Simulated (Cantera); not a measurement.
A closed system holds: 1 mol KCl, 0.65 mol H2, 4.6 mol N2, equilibrated at 1750 K and 0.350 bar.

Cantera equilibrium calculation (NASA polynomials, part measured and part estimated; ideal gas, pure solids and liquids). Kinetics and transport are ignored.

```json
[
 {"species": "N2", "before": "0.737", "after": "0.731"},
 {"species": "KCl", "before": "0.153", "after": "0.154"},
 {"species": "H2", "before": "0.103", "after": "0.0947"},
 {"species": "HCl", "before": "0.00245", "after": "0.0172"},
 {"species": "Cl", "before": "2.31e-6", "after": "1.69e-5"},
 {"species": "K", "before": "0.00245", "after": "0.000337"},
 {"species": "H", "before": "0.000126", "after": "0.000121"},
 {"species": "K2Cl2", "before": "0.00224", "after": "0.00227"}
]
```
Gas species are given as mole fractions.

Question: Which change was made?
(A) 0.053 mol Cl2 added
(B) N2 from 4.6 to 0.14 mol
(C) temperature from 1750 K to 1100 K
(D) temperature from 1750 K to 673.15 K

Answer: A, 0.053 mol Cl2 added
